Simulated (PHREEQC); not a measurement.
Dissolve 0.47 mol/kgw MgSO4 at 70 °C. Closed to the air; pH follows from the charge balance.

All values are PHREEQC results (Pitzer model, pitzer.dat), not measurements.

Each row changes one thing in this solution. This is a speciation only: nothing precipitates in the calculation.

```json
[
 {"case": "as made", "pH": "6.21", "ionic strength (mol/kgw)": "1.88", "HSO4- (mol/kgw)": "7.12e-6"},
 {"case": "MgSO4 from 0.47 to 2.35 mol/kgw", "pH": "5.67", "ionic strength (mol/kgw)": "9.40", "HSO4- (mol/kgw)": "1.54e-5"},
 {"case": "MgSO4 replaced by NaHSO4 at the same molality", "pH": "1.15", "ionic strength (mol/kgw)": "0.674", "HSO4- (mol/kgw)": "0.368"},
 {"case": "diluted 100-fold with water", "pH": "6.41", "ionic strength (mol/kgw)": "0.0188", "HSO4- (mol/kgw)": "3.62e-7"},
 {"case": "temperature from 70 to 15 °C", "pH": "6.82", "ionic strength (mol/kgw)": "1.88", "HSO4- (mol/kgw)": "3.90e-7"},
 {"case": "MgSO4 from 0.47 to 0.517 mol/kgw", "pH": "6.19", "ionic strength (mol/kgw)": "2.07", "HSO4- (mol/kgw)": "7.49e-6"}
]
```

Complexes and solids missing from the database can't appear. Constants without temperature data keep their 25 °C values here.
